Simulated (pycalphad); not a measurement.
Source of the numbers: pycalphad with the COST 507 light-alloy database (1999); pressure 1 atm. These are 1990s assessments: newer ones move some temperatures and phases. Amounts are mole fractions of atoms. Diffusion is slow at the low end, where real alloys seldom reach equilibrium.

Question: Give the equilibrium state of Ti-6.916Hf-0.4843B (wt.%) at 525 K.

Answer: 
```
T = 525.00 K, P = 101325 Pa, N = 1 mol of atoms
G = -21704 J/mol, H = 2611 J/mol, S = 46.31 J/(mol K)  (SER reference)
chemical potentials (J/mol): Ti -18058, Hf -34021, B -168489
phase             fraction      x(Ti)      x(Hf)       x(B)
HCP_A3              0.9558     0.9798     0.0201   8.01e-05
BM                  0.0442     0.4997   0.000296     0.5000
```

Question: Give the equilibrium state of Ti-6.916Hf-0.4843B (wt.%) at 1725 K.

Answer: BCC_A2, fraction 0.960, with 7.1 Hf, 0.04 B wt.%; BM, fraction 0.040, with 1.1 Hf, 18.3 B wt.%.

Database names, with the compositions (at.%) that they take in these runs: BM: Ti 50 B 50. BCC_A2 is bcc; HCP_A3 is hcp.
